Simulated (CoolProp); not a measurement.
Vapour pressure (bar) of ammonia: the reference equation beside estimates from Tc = 132.4 °C, pc = 113.6 bar, ω = 0.256. Clausius-Clapeyron is anchored at 18.25 °C with a constant enthalpy of vaporisation of 20.32 kJ/mol.

Values from CoolProp's reference Helmholtz-energy equation of state, Gao 2020.

```tsv
T (°C)	reference	Clausius-Clapeyron	van der Waals	Redlich-Kwong
-8.75	3.057	3.440	15.69	5.289
0.25	4.333	4.663	18.74	7.171
9.25	5.990	6.201	22.17	9.503
18.25	8.101	8.101	25.99	12.34
27.35	10.77	10.44	30.26	15.77
36.35	14.03	13.23	34.90	19.79
45.35	17.98	[?]	39.97	[?]
54.35	22.72	[?]	45.48	29.86
63.35	28.35	24.93	51.46	36.02
```

**Question.** Complete the blanks.

**Answer.** 
- 45.35, Clausius-Clapeyron: 16.54
- 45.35, Redlich-Kwong: 24.46
- 54.35, Clausius-Clapeyron: 20.42

Absolute difference from the reference over all 9 rows, mean and median: Clausius-Clapeyron 7.0 and 7.6 %, van der Waals 207.8 and 181.0 %, Redlich-Kwong 47.9 and 46.4 %.
